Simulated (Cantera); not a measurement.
**Hydrocarbon pyrolysis for carbon deposition**

An isothermal, constant-pressure homogeneous reactor starts with 45.5 % C2H6, 54.5 % N2, at 2000 K and 9.75 Torr.

Detailed kinetics in Cantera: GRI-Mech 3.0 (53 species, 325 reactions). GRI-Mech 3.0 stops at C3 and has no aromatics, soot or wall deposition, so with more carbon than oxygen in the feed, carbon stays in small species such as C2H2 where larger ones or solid carbon would form. Radical loss at walls, strong at low pressure, is not modelled.

| t (s) | x C2H6 | x HCN | x C2H | x H | x CH3 |
|---|---|---|---|---|---|
| 2.00e-6 | 0.434 | 2.61e-12 | <1e-12 | 5.00e-5 | 0.0271 |
| 1.43e-5 | 0.319 | 4.07e-8 | 4.82e-9 | 0.00219 | 0.133 |
| 0.000103 | 0.0137 | 4.43e-6 | 4.91e-5 | 0.0105 | 0.156 |
| 0.000737 | 0.000114 | 1.01e-5 | 4.39e-5 | 0.00435 | 0.0194 |
| 0.00528 | 1.57e-5 | 1.24e-5 | 2.59e-5 | 0.00262 | 0.00593 |
| 0.0379 | 1.03e-6 | 2.00e-5 | 3.48e-5 | 0.00367 | 0.00166 |
| 0.271 | 1.47e-9 | 6.37e-5 | 8.42e-5 | 0.00893 | 9.38e-5 |
| 1.95 | 2.35e-11 | 0.000114 | 9.28e-5 | 0.00984 | 1.10e-5 |
| 13.9 | 2.25e-11 | 0.000300 | 9.28e-5 | 0.00984 | 1.07e-5 |
| 100 | 2.36e-11 | 0.00148 | 9.25e-5 | 0.00984 | 1.11e-5 |
x: mole fraction; the columns are a selection and need not sum to one.

Equilibrium at this temperature and pressure: C2H6 2.15e-11, HCN 0.132, C2H 6.69e-5, H 0.00984, CH3 1.09e-5 (gas phase only).
